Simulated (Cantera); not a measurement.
A closed system holds: 1 mol Si, 1.3 mol SF6, 18 mol N2, equilibrated at 1000 K and 0.100 bar.

These are equilibrium values from Cantera (NASA tables, ideal gas, pure condensed phases), not measurements of a reactor. Candidate condensed phases: S, Si, Si3N4; 29 gas species. The tables' values for S2F2 (SSF2), SF3 are old estimates; treat these amounts as uncertain. Rates play no part.

Base state: N2 0.896, SiF4 0.0498, SF4 0.0393, S2F2 (SSF2) 0.0105, SF2 0.00293, SF3 0.00113, SF6 0.000254 (mole fractions); condensed: gas only.

### Question
What changes in the equilibrium state with this change: temperature from 1000 K to 650 K?

### Answer
```json
[
 {"species": "N2", "before": "0.896", "after": "0.901"},
 {"species": "SiF4", "before": "0.0498", "after": "0.0501"},
 {"species": "SF4", "before": "0.0393", "after": "0.0184"},
 {"species": "SF6", "before": "0.000254", "after": "0.0140"},
 {"species": "S2F2 (SSF2)", "before": "0.0105", "after": "0.0163"},
 {"species": "SF2", "before": "0.00293", "after": "8.06e-6"},
 {"species": "SF3", "before": "0.00113", "after": "6.87e-6"}
]
```
The tables' values for S2F2 (SSF2) are old estimates; treat these amounts as uncertain.
